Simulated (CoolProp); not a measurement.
Vapour-liquid equilibrium of carbon dioxide (1) + neopentane (2) at 273.9 K; x and y are mole fractions of (1).

The numbers come from the multi-fluid Helmholtz-energy mixture model, Span 1996 and Lemmon 2006; pair parameters Bell 2016 in CoolProp.

```csv
x,"bubble pressure, mixture model (bar)","bubble pressure, Raoult's law (bar)","y, mixture model","y, Raoult's law"
0.05,2.929,2.471,0.747,0.719
0.15,7.481,5.953,0.899,0.896
0.25,11.78,9.435,0.935,0.942
0.35,15.50,12.92,0.950,0.963
0.45,18.58,16.40,0.959,0.976
0.55,21.17,19.88,0.965,0.983
0.65,23.58,23.36,0.970,0.989
0.75,26.15,26.84,0.976,0.993
0.85,29.25,30.33,0.983,0.996
0.95,33.19,33.81,0.993,0.999
```

The largest gap from Raoult's law is +25.7 % in bubble pressure, at x = 0.15. No azeotrope shows between x = 0.05 and 0.95.

Pair parameters are fitted to limited data, so mixtures are less certain than the pure fluids. The gap from Raoult's law changes sign with composition, which may be real or a fault of the pair parameters; it wasn't checked against measurements.
